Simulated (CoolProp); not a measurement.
Model: reference Helmholtz-energy equation of state, Thol 2014, in CoolProp.

For chloromethane (R40), give the phase and the cp (kJ/(kg K)) at 462.6 K and 0.101 MPa.


- 462.6 K and 0.101 MPa: gas; cp 1.05
